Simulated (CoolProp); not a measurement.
Saturation properties of R125 (Tc = 339.2 K, pc = 3.618 MPa, ω = 0.305).

Values from CoolProp's reference Helmholtz-energy equation of state, Lemmon 2005.

| T (K) | p (MPa) | liquid density (kg/m³) | vapour Z |
|---|---|---|---|
| 260.8 | 0.4448 | 1375 | 0.8812 |
| 271.3 | 0.6322 | 1328 | 0.8486 |
| 281.7 | 0.8708 | 1279 | 0.8106 |
| 292.2 | 1.174 | 1224 | 0.7656 |
| 302.6 | 1.547 | 1162 | 0.7132 |
| 313.1 | 2.006 | 1089 | 0.6500 |
| 323.5 | 2.557 | 997.6 | 0.5713 |
| 334 | 3.230 | 856.4 | 0.4540 |

It boils at 225.1 K under 1 atm.
